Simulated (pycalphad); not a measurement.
Freezing of Si-Al-C alloys with rising C

CALPHAD calculation (pycalphad, COST 507 light-alloy database (1999)), 1 atm. These are 1990s assessments: newer ones move some temperatures and phases. Phase fractions are per mole of atoms.

Scheil-Gulliver runs (no diffusion in the solid, steps of 4 K) beside full equilibrium.

```json
[
 {"alloy": "Si-86.4Al-0.25C (at.%)", "liquidus (K)": "1786", "Scheil, half solid (K)": "at the invariant end", "Scheil, 80 % solid (K)": "at the invariant end", "Scheil, invariant end (K)": "850", "liquid left at that end": "0.98", "equilibrium solidus (K)": "850"},
 {"alloy": "Si-86.4Al-0.75C (at.%)", "liquidus (K)": "1910", "Scheil, half solid (K)": "at the invariant end", "Scheil, 80 % solid (K)": "at the invariant end", "Scheil, invariant end (K)": "850", "liquid left at that end": "0.97", "equilibrium solidus (K)": "850"},
 {"alloy": "Si-86.4Al-1C (at.%)", "liquidus (K)": "1945", "Scheil, half solid (K)": "at the invariant end", "Scheil, 80 % solid (K)": "at the invariant end", "Scheil, invariant end (K)": "850", "liquid left at that end": "0.97", "equilibrium solidus (K)": "850"},
 {"alloy": "Si-86.4Al-3C (at.%)", "liquidus (K)": "___", "Scheil, half solid (K)": "at the invariant end", "Scheil, 80 % solid (K)": "at the invariant end", "Scheil, invariant end (K)": "850", "liquid left at that end": "___", "equilibrium solidus (K)": "850"}
]
```

### Question
Fill in the missing entries.

### Answer

- Si-86.4Al-3C (at.%), liquidus (K): 2092
- Si-86.4Al-3C (at.%), liquid left at that end: 0.87
